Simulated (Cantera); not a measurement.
Standard-state values (1 bar) from the NASA 1993 polynomials, evaluated with Cantera. Values are per mole of reaction as written; species without (g) are pure solids or liquids, kept so even where they would boil at 1 bar.

Question: Between 300 and 1948 K, where is each reaction favourable under standard conditions?
- BF₃(g) + NF₃(g) + 3 H₂(g) → 6 HF(g) + BN

Answer: 
- BF₃(g) + NF₃(g) + 3 H₂(g) → 6 HF(g) + BN: ΔG° is -664 kJ at 300 K and -885 kJ at 1948 K; it stays negative (K > 1). ΔH° is -647 kJ and ΔS° 122 J/K at 1948 K.
